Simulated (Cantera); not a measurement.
A Cantera script and what it prints.

```python
import numpy as np
import cantera as ct

gas_names = """
    Cr CrN CrO CrO2 CrO3 H HNO HNO2 HNO3 HO2 H2 H2O H2O2 N NH NH2 NH3 NH2OH NO NO2 NO3 N2 N2H2 N2H4 N2O
    O OH O2 O3
""".split()
cond_names = """
    Cr(cr) Cr(L) CrN(s) Cr2N(s) Cr2O3(s) Cr2O3(L) H2O(s) H2O(L)
""".split()


# ... load() reads the species with a 1 bar reference pressure and builds the phases ...
atoms = {
    'Cr': {'Cr': 1},
    'H2O': {'H': 2, 'O': 1},
    'H2': {'H': 2},
    'N2': {'N': 2},
}
top_T = {'CrN(s)': 1900, 'Cr2N(s)': 1900}  # K; cautious upper limits of use, not melting points


# ... equilibrate(T, P, feed) seeds the gas with the atoms and calls Mixture.equilibrate('TP', solver="vcs", rtol=1e-11, max_steps=5000) ...
results = []
feed = {'Cr': 1, 'H2O': 0.014, 'H2': 250, 'N2': 0.61}  # mol
T = 2700  # K
for P in [0.1, 2.5, 63, 1600, 40000, 1000000]:
    mix = equilibrate(T, P, feed)
    results.append((T, P, feed, dict(zip(mix.species_names, mix.species_moles))))
    x = sorted(zip(gas.X, gas.species_names), reverse=True)
    print(f"T = {T:g} K  P = {P:g} Pa  gas = {mix.phase_moles(0):.4g} mol")
    print("   x: " + "  ".join(f"{s} {v:.3e}" for v, s in x if v > 1e-06))
    print("   condensed (mol): " + ("  ".join(f"{mix.phase(i).name} {mix.phase_moles(i):.4g}"
          for i in range(1, mix.n_phases) if mix.phase_moles(i) > 1e-12) or "none"))
```

Output:

```
T = 2700 K  P = 0.1 Pa  gas = 501.5 mol
   x: H 9.964e-01  Cr 1.994e-03  N2 1.188e-03  H2 3.075e-04  N 5.605e-05  O 2.790e-05
   condensed (mol): none
T = 2700 K  P = 2.5 Pa  gas = 497.9 mol
   x: H 9.892e-01  H2 7.576e-03  Cr 2.009e-03  N2 1.220e-03  O 2.776e-05  N 1.136e-05
   condensed (mol): none
T = 2700 K  P = 63 Pa  gas = 439.2 mol
   x: H 8.540e-01  H2 1.423e-01  Cr 2.277e-03  N2 1.388e-03  O 2.219e-05  OH 5.800e-06  H2O 3.775e-06  N 2.413e-06
   condensed (mol): none
T = 2700 K  P = 1600 Pa  gas = 306.5 mol
   x: H2 6.364e-01  H 3.583e-01  Cr 3.262e-03  N2 1.990e-03  H2O 3.798e-05  OH 5.475e-06  O 1.965e-06
   condensed (mol): none
T = 2700 K  P = 40000 Pa  gas = 262.9 mol
   x: H2 9.082e-01  H 8.562e-02  Cr 3.804e-03  N2 2.320e-03  H2O 5.167e-05  OH 1.247e-06
   condensed (mol): none
T = 2700 K  P = 1e+06 Pa  gas = 253.9 mol
   x: H2 9.759e-01  H 1.775e-02  Cr 3.939e-03  N2 2.401e-03  H2O 5.463e-05  NH3 4.056e-06
   condensed (mol): none
```

Equilibrium computed with Cantera from the NASA thermochemical tables; the gas is ideal and each condensed phase is pure.
